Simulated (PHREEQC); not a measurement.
0.16 g of hydrous ferric oxide (600 m²/g; 0.2 weak and 0.005 strong sites per Fe, Dzombak-Morel constants, diffuse double layer) in 1 kg of water with 0.005 mol/kgw of an inert sodium salt and 0.00075 mmol/kgw MgCl2 and 0.044 mmol/kgw ZnSO4, at 25 °C; the pH is set by adding NaOH or the inert anion's acid. O2 is buffered at 0.21 atm. CO2 from the air is kept out. Precipitation was switched off in this run.

The series has 17 steps of pH, from 3 to 9.

The numbers come from PHREEQC with the ion-association model, wateq4f.dat.

Near which pH is half of the Mg sorbed, and on which side is more sorbed?

Near pH 8.4, with more sorbed at higher pH.

Near which pH is half of the S sorbed, and on which side is more sorbed?

Near pH 6.4, with more sorbed at lower pH.

Near which pH is half of the Zn sorbed, and on which side is more sorbed?

Near pH 6.8, with more sorbed at higher pH.

The oxide is taken as insoluble; below pH 4 it would dissolve.
